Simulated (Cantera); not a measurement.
A closed system holds: 1 mol SiH2Cl2, 8.1 mol N2, held at 13.3 mbar.

These are equilibrium values from Cantera (NASA tables, ideal gas, pure condensed phases), not measurements of a reactor. Candidate condensed phases: NH4Cl, Si, Si3N4; 28 gas species. The tables' values for SiCl3 are old estimates; treat these amounts as uncertain. Kinetics and transport are ignored. All values below are at 1500 K.

Base state: N2 0.797, HCl 0.122, H2 0.0430, SiCl2 0.0299, SiCl3 0.00505, SiCl4 0.00270, SiHCl3 9.90e-5, Cl 7.21e-5 (mole fractions); condensed: Si3N4(s).

What changes in the equilibrium state with this change: 0.11 mol Cl2 added?


| species | before | after |
|---|---|---|
| N2 | 0.797 | 0.791 |
| HCl | 0.122 | 0.125 |
| H2 | 0.0430 | 0.0398 |
| SiCl2 | 0.0299 | 0.0344 |
| SiCl4 | 0.00270 | 0.00356 |
| SiCl3 | 0.00505 | 0.00621 |
| SiHCl3 | 9.90e-5 | 0.000117 |
| Cl | 7.21e-5 | 7.71e-5 |
| H | 3.16e-5 | 3.04e-5 |
| Si3N4(s), mol | 0.212 | 0.189 |
